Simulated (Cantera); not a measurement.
Charge: 1 mol Si, 6.5 mol NF3, 5.4 mol H2, equilibrated at 1423.15 K and 110 Pa.

These are equilibrium values from Cantera (NASA tables, ideal gas, pure condensed phases), not measurements of a reactor. Candidate condensed phases: Si, Si3N4; 37 gas species. Equilibrium is a limit: real reactors are often held back by kinetics, nucleation or transport.

Base state: HF 0.547, F 0.238, N2 0.165, SiF4 0.0506, F2 1.73e-5 (mole fractions); condensed: gas only.

Q: What changes in the equilibrium state with this change: H2 from 5.4 to 0.14 mol?

A: 
| species | before | after |
|---|---|---|
| F | 0.238 | 0.770 |
| N2 | 0.165 | 0.165 |
| SiF4 | 0.0506 | 0.0506 |
| HF | 0.547 | 0.0142 |
| F2 | 1.73e-5 | 0.000181 |
